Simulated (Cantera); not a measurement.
Cantera run, input and output.

```python
import numpy as np
import cantera as ct

gas = ct.Solution("h2o2.yaml")
gas.TPX = 698, 930000, {'H2': 1, 'O2': 0.781, 'N2': 2.94}
flame = ct.FreeFlame(gas, width=0.0084)
flame.set_refine_criteria(ratio=3, slope=0.08, curve=0.16)
flame.transport_model = "mixture-averaged"
flame.solve(loglevel=0, auto=True)
z, T = flame.grid, flame.T
thick = (T[-1] - T[0]) / np.gradient(T, z).max()
show = ['H2', 'O2', 'H2O2', 'O', 'H2O', 'HO2']
print(f"laminar burning velocity  {flame.velocity[0] * 100:.3f} cm/s")
print(f"burnt temperature         {T[-1]:.1f} K")
print(f"thermal thickness         {thick * 1e3:.4f} mm")
print(f"grid points               {len(z)}")
z0 = z[flame.heat_release_rate.argmax()]
print(f"{'z/mm':>9s}{'T/K':>9s}{'u/(m/s)':>9s}" + "".join(f"{s:>11s}" for s in show))
rows = []
for k in (-3, -2, -1.5, -1, -0.5, -0.25, 0, 0.25, 0.5, 1, 2, 4, 8):
    zz = z0 + k * thick
    rows.append([k * thick, np.interp(zz, z, T), np.interp(zz, z, flame.velocity),
                 *(np.interp(zz, z, flame.X[gas.species_index(s)]) for s in show)])
    print(f"{rows[-1][0] * 1e3:9.3f}{rows[-1][1]:9.1f}{rows[-1][2]:9.3f}" + "".join(f"{x:11.3e}" for x in rows[-1][3:]))
```

It prints:

```
laminar burning velocity  358.041 cm/s
burnt temperature         2201.5 K
thermal thickness         0.0308 mm
grid points               110
     z/mm      T/K  u/(m/s)         H2         O2       H2O2          O        H2O        HO2
   -0.092    698.0    3.578  2.113e-01  1.655e-01  2.499e-09  1.099e-12  1.212e-06  1.960e-08
   -0.062    698.4    3.572  2.092e-01  1.660e-01  5.889e-08  1.982e-10  2.006e-05  4.566e-07
   -0.046    699.9    3.563  2.051e-01  1.668e-01  4.668e-07  5.086e-09  1.238e-04  3.590e-06
   -0.031    710.6    3.567  1.926e-01  1.691e-01  5.498e-06  1.837e-07  1.052e-03  4.247e-05
   -0.015    850.5    4.103  1.492e-01  1.698e-01  1.138e-04  3.023e-05  1.810e-02  8.418e-04
   -0.008   1144.9    5.393  1.057e-01  1.546e-01  1.588e-04  4.793e-04  6.091e-02  9.356e-04
    0.000   1505.1    7.005  5.913e-02  1.225e-01  2.274e-05  2.441e-03  1.246e-01  5.499e-04
    0.008   1759.4    8.158  2.814e-02  9.370e-02  5.557e-06  4.526e-03  1.729e-01  2.971e-04
    0.015   1906.7    8.823  1.448e-02  7.919e-02  3.787e-06  5.063e-03  1.963e-01  1.725e-04
    0.031   2047.1    9.439  6.513e-03  7.119e-02  2.439e-06  3.778e-03  2.125e-01  7.971e-05
    0.062   2139.9    9.829  2.793e-03  6.941e-02  1.476e-06  1.754e-03  2.216e-01  3.174e-05
    0.123   2183.7   10.007  1.008e-03  6.946e-02  8.903e-07  6.518e-04  2.263e-01  1.278e-05
    0.246   2198.3   10.065  4.438e-04  6.972e-02  6.715e-07  3.088e-04  2.281e-01  7.774e-06
```

Cantera simulation using the H2/O2 subset of GRI-Mech 3.0, which has no nitrogen chemistry; the numbers are that mechanism's predictions, not measurements. The hydrogen kinetics of GRI-Mech 3.0 are dated; newer H2 mechanisms differ, most at raised pressure. Burning velocities carry a grid error of a few per cent, more on coarse grids. Lean hydrogen flames are cellular in practice and burn faster than this planar one.
